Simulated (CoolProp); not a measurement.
Vapour-liquid equilibrium of n-octane (1) + p-xylene (2) at 0.334 MPa; x and y are mole fractions of (1).

Model: multi-fluid Helmholtz-energy mixture model, Beckmüller 2019 and Zhou 2012; pair parameters Bell 2016, in CoolProp.

### Question
Give the bubble temperature and the first vapour's composition at x = 0.05, 0.425, 0.95. Is there an azeotrope?

### Answer
x = 0.05: 461.0 K, y = 0.074; x = 0.425: 453.6 K, y = 0.494; x = 0.95: 448.4 K, y = 0.956. No azeotrope shows between x = 0.05 and 0.95.

Pair parameters are fitted to limited data, so mixtures are less certain than the pure fluids.
